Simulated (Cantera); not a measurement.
Charge: 1 mol C2H2, 45 mol H2, equilibrated at 1373.15 K and 13.3 mbar.

Equilibrium computed with Cantera from the NASA thermochemical tables; the gas is ideal and each condensed phase is pure. Candidate condensed phases: C, C6H6, C7H8, C8H18; 76 gas species. Rates play no part.

Base state: H2 1.000, CH4 6.71e-5, H 2.89e-5 (mole fractions); condensed: C(graphite).

**Question.** What changes in the equilibrium state with this change: 0.19 mol NH3 added?

**Answer.** 
| species | before | after |
|---|---|---|
| H2 | 1.000 | 0.998 |
| N2 | 0 | 0.00204 |
| CH4 | 6.71e-5 | 6.68e-5 |
| HCN | 0 | 1.79e-5 |
| H | 2.89e-5 | 2.89e-5 |
| C(graphite), mol | 2.00 | 2.00 |
